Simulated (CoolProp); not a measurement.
Properties of sulfur hexafluoride along the isotherm 362.6 K.

Values from CoolProp's reference Helmholtz-energy equation of state, Guder 2009.

```tsv
p (MPa)	phase	density (kg/m³)	conductivity (mW/(m K))	fugacity coefficient
2.89	gas	171.5	20.6	0.8398
5.78	supercritical	472.2	…	0.6915
8.67	supercritical	879.1	42.1	0.5689
11.6	supercritical	1080	49.5	0.4908
14.4	supercritical	1184	…	0.4456
17.3	supercritical	1258	58.0	0.4160
20.2	supercritical	1313	61.0	0.3974
23.1	supercritical	1358	63.7	0.3861
26	supercritical	1395	66.1	0.3798
28.9	supercritical	1428	68.2	0.3775
31.8	supercritical	1456	70.3	0.3781
34.7	supercritical	…	72.2	0.3813
37.5	supercritical	1505	73.9	0.3864
```

### Question
Complete the blanks.

### Answer

- 5.78, conductivity (mW/(m K)): 29.1
- 14.4, conductivity (mW/(m K)): 54.2
- 34.7, density (kg/m³): 1482

Thermal conductivity comes from a separate model (Assael 2012).
